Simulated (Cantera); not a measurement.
**Ammonia decomposition in nitride growth gas**

An isothermal, constant-pressure homogeneous reactor starts with 13.9 % NH3, 86.1 % H2, at 1500 K and 100.0 Torr.

Detailed kinetics in Cantera: the gas-phase N/H chemistry of the illustrative SiF4/NH3 mechanism in the Surface Chemkin manual (1991). Walls and surfaces, which speed up NH3 decomposition in real reactors, are not modelled.

| t (s) | x NH3 | x H2 | x NH2 | x N2 | x NH | x N | x H |
|---|---|---|---|---|---|---|---|
| 4.00e-5 | 0.139 | 0.861 | 2.94e-9 | <1e-12 | <1e-12 | <1e-12 | 7.75e-9 |
| 0.000163 | 0.139 | 0.861 | 1.15e-8 | <1e-12 | <1e-12 | <1e-12 | 3.19e-8 |
| 0.000661 | 0.139 | 0.861 | 4.65e-8 | <1e-12 | <1e-12 | <1e-12 | 1.30e-7 |
| 0.00269 | 0.139 | 0.861 | 1.89e-7 | 1.29e-11 | 1.11e-11 | <1e-12 | 5.29e-7 |
| 0.0109 | 0.139 | 0.861 | 7.65e-7 | 1.12e-9 | 1.85e-10 | <1e-12 | 2.15e-6 |
| 0.0444 | 0.139 | 0.861 | 3.07e-6 | 8.25e-8 | 2.96e-9 | 2.48e-11 | 8.62e-6 |
| 0.180 | 0.139 | 0.861 | 9.82e-6 | 4.94e-6 | 3.03e-8 | 8.07e-10 | 2.76e-5 |
| 0.733 | 0.139 | 0.861 | 1.22e-5 | 6.49e-5 | 4.68e-8 | 1.55e-9 | 3.43e-5 |
| 2.98 | 0.138 | 0.861 | 1.22e-5 | 0.000323 | 4.67e-8 | 1.55e-9 | 3.44e-5 |
| 12.1 | 0.136 | 0.863 | 1.20e-5 | 0.00135 | 4.62e-8 | 1.53e-9 | 3.45e-5 |
| 49.2 | 0.127 | 0.868 | 1.13e-5 | 0.00523 | 4.41e-8 | 1.48e-9 | 3.51e-5 |
| 200 | 0.0996 | 0.883 | 9.21e-6 | 0.0172 | 3.71e-8 | 1.29e-9 | 3.70e-5 |
x: mole fraction; the columns are a selection and need not sum to one.

Equilibrium at this temperature and pressure: NH3 1.83e-6, H2 0.939, NH2 2.02e-10, N2 0.0610, NH <1e-12, N <1e-12, H 4.70e-5 (gas phase only).
